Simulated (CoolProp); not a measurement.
20 sccm (0 °C, 1 atm) of nitrogen bubbles through liquid tetrahydrofuran at 317.9 K and leaves saturated at a total pressure of 0.15 MPa (ideal gas phase). Each further row changes one setting.

Values from CoolProp's reference Helmholtz-energy equation of state, Fiedler 2023.

```csv
case,vapour pressure (kPa),mole fraction of vapour,delivery (mg/min),delivery (sccm),change of delivery for a bath 1 K warmer (%)
as stated,48.3,0.322,30.6,9.50,5.8
bath temperature 322.9 K,58.1,0.388,40.7,12.7,6.2
total pressure 0.3 MPa,48.3,0.161,12.4,3.84,4.6
```
